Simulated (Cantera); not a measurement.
A perfectly stirred reactor is fed with 2.66 % CO, 2.37 % O2, 0.0304 % H2O, 94.9 % N2, equivalence ratio 0.56, at 3.70 bar; it is held at 1275 K, and followed from long to short residence time.

Cantera simulation using GRI-Mech 3.0 (53 species, 325 reactions); the numbers are that mechanism's predictions, not measurements.

x: mole fraction; the columns are a selection and need not sum to one.

```csv
τ (s),x CO,x O2,x H2O,x H,x H2O2
23,8.25e-5,0.0106,0.000307,[?],3.46e-10
5.1,0.000259,0.0107,0.000306,[?],1.06e-9
1.1,0.000790,0.0110,0.000305,[?],3.57e-9
0.25,0.00219,0.0116,0.000303,[?],9.75e-9
0.054,0.00587,0.0135,0.000298,[?],2.16e-8
0.012,0.0134,0.0172,0.000292,4.79e-6,3.75e-8
0.0026,0.0224,0.0216,0.000291,4.91e-6,4.81e-8
```

Problem. What belongs in the gaps?

Solution. 
- 23, x H: 1.29e-8
- 5.1, x H: 5.22e-8
- 1.1, x H: 2.16e-7
- 0.25, x H: 7.91e-7
- 0.054, x H: 2.43e-6
